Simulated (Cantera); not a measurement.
A closed system holds: 1 mol Fe, 2.2 mol SO2, 2.5 mol H2, held at 1698 K and 0.000860 bar.

Equilibrium computed with Cantera from the NASA thermochemical tables; the gas is ideal and each condensed phase is pure. Candidate condensed phases: Fe, FeO, Fe(OH)2, Fe(OH)3, FeS, FeSO4, FeS2, Fe2O3, Fe2(SO4)3, Fe3O4, H2O, H2SO4, S; 22 gas species. The tables' stoichiometric FeO is somewhat more stable than real wüstite, so its field is too wide. FeO: taken at fixed stoichiometry. Rates play no part.

Base state: H2O 0.355, H2 0.241, SO2 0.212, S2 0.130, SO 0.0431, SH 0.00574, H2S 0.00396, S 0.00382 (mole fractions); condensed: FeO(l).

Q: What changes in the equilibrium state with this change: SO2 from 2.2 to 0.02 mol?

A: 
```json
[
 {"species": "H2", "before": "0.241", "after": "0.966"},
 {"species": "H2O", "before": "0.355", "after": "0.0157"},
 {"species": "Fe", "before": "0.00225", "after": "0.00708"},
 {"species": "SO2", "before": "0.212", "after": "3.19e-6"},
 {"species": "SO", "before": "0.0431", "after": "5.88e-5"},
 {"species": "S2", "before": "0.130", "after": "0.00199"},
 {"species": "S2O", "before": "0.000824", "after": "1.39e-7"},
 {"species": "Fe(OH)2", "before": "2.78e-5", "after": "4.27e-8"},
 {"species": "OH", "before": "0.000183", "after": "4.05e-6"},
 {"species": "FeO(l), mol", "before": "0.990", "after": "0"},
 {"species": "Fe(δ), mol", "before": "0", "after": "0.982"}
]
```

Q: What changes in the equilibrium state with this change: temperature from 1698 K to 1123 K?

A: 
```
species          before     after
-------------  --------  --------
H2O               0.355     0.656
SO2               0.212     0.252
S2                0.130    0.0563
H2                0.241    0.0271
SO               0.0431  0.000467
Fe(OH)2         2.78e-5   7.49e-8
Fe              0.00225     <1e-9
FeO             2.81e-5     <1e-9
H               0.00242   2.39e-7
OH             0.000183   2.98e-8
S               0.00382   9.65e-7
FeO(l), mol       0.990         0
FeS(s), mol           0     0.848
Fe3O4(s), mol         0    0.0506
```
Mutual solubility and eutectic melting of coexisting phases are not modelled. FeS: taken at fixed stoichiometry. Gases not in the tables: S3 to S7.
